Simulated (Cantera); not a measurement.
Charge: 1 mol C6H6, 0.54 mol NH3, held at 2300000 Pa.

These are equilibrium values from Cantera (NASA tables, ideal gas, pure condensed phases), not measurements of a reactor. Candidate condensed phases: C, C6H6, C7H8, C8H18; 92 gas species. Kinetics and transport are ignored.

Over these rows the condensed part is C(graphite). Partial pressures as log10 of bar:

```csv
T (K),1000/T (1/K),log p HCN,log p H2,log p CH4,log p N2
998,1.0020,-4.62,1.01,1.02,0.34
1048,0.9542,-4.26,1.09,0.94,0.32
1098,0.9107,-3.94,1.14,0.85,0.30
1148,0.8711,-3.66,1.19,0.75,0.28
1198,0.8347,-3.40,1.22,0.65,0.26
1248,0.8013,?,1.25,0.54,0.24
```

### Question
Fit log p(HCN) = a + b·(1000/T) to the five rows, give the apparent enthalpy, and predict the row at 1248 K.

### Answer
Means: 1000/T = 0.9145, log p = -3.976. Sxy = -0.127441, Sxx = 0.0174984, so b = -7.28 and a = -3.976 − (-7.28)×0.9145 = 2.68.
Apparent enthalpy: −19.145 × (-7.28) = 139 kJ/mol. With the condensed phases at unit activity, C(graphite) + 1/2 H2(g) + 1/2 N2(g) = HCN(g) links this pressure to the main gases: over the six rows their terms move log p by +0.07 in all, so the slope is close to that reaction's ΔH°. The five rows lie within 0.01 of the line.
Prediction at 1248 K: 2.68 + (-7.28)×0.8013 = -3.15. The computed value is -3.16, 0.01 from the line.
